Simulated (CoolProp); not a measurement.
Vapour-liquid equilibrium of cyclohexane (1) + n-heptane (2) at 196.55 °C; x and y are mole fractions of (1).

Values from CoolProp's multi-fluid Helmholtz-energy mixture model, Zhou 2014 and Span 2003; pair parameters Bell 2016.

```
x     bubble pressure (bar)  y at the bubble point  dew pressure at overall composition x (bar)  liquid density (mol/L)
----  ---------------------  ---------------------  -------------------------------------------  ----------------------
0.05                  9.408                  0.062                                        9.374                   5.075
0.15                    [?]                  0.182                                        9.661                   5.222
0.25                  10.11                  0.297                                        9.964                   5.379
0.35                  10.47                  0.405                                        10.28                   5.544
0.45                  10.82                  0.508                                        10.62                     [?]
0.55                  11.18                  0.606                                        10.97                   5.907
0.65                  11.53                  0.700                                        11.34                   6.106
0.75                  11.88                  0.790                                        11.72                   6.319
0.85                  12.22                  0.876                                          [?]                   6.546
0.95                  12.57                  0.959                                        12.53                   6.789
```

Task: What belongs in the gaps?

Result: 
- 0.15, bubble pressure (bar): 9.758
- 0.45, liquid density (mol/L): 5.720
- 0.85, dew pressure at overall composition x (bar): 12.12

No azeotrope shows between x = 0.05 and 0.95.

The pair parameters rest on a limited set of measurements; away from them the model extrapolates.
